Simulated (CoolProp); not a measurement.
The fluid at 298.15 K and 0.0826 MPa (gas) is heated at constant pressure to 424.2 K. The same conditions are run with several fluids, on thermodynamics alone (safety and materials aside).

Model: reference Helmholtz-energy equation of state of each fluid (R152A: Outcalt 1996; propylene: Lemmon 2013; chloromethane (R40): Thol 2014; C3F8 (R218): Lemmon 2006; hydrogen sulfide: Lemmon 2006), in CoolProp.

```json
[
 {"fluid": "R152A", "heat (kJ/kg)": "148", "final density (kg/m³)": "1.55"},
 {"fluid": "propylene", "heat (kJ/kg)": "224", "final density (kg/m³)": "0.989"},
 {"fluid": "chloromethane (R40)", "heat (kJ/kg)": "115", "final density (kg/m³)": "1.19"},
 {"fluid": "C3F8 (R218)", "heat (kJ/kg)": "111", "final density (kg/m³)": "4.42"},
 {"fluid": "hydrogen sulfide", "heat (kJ/kg)": "130", "final density (kg/m³)": "0.800"}
]
```
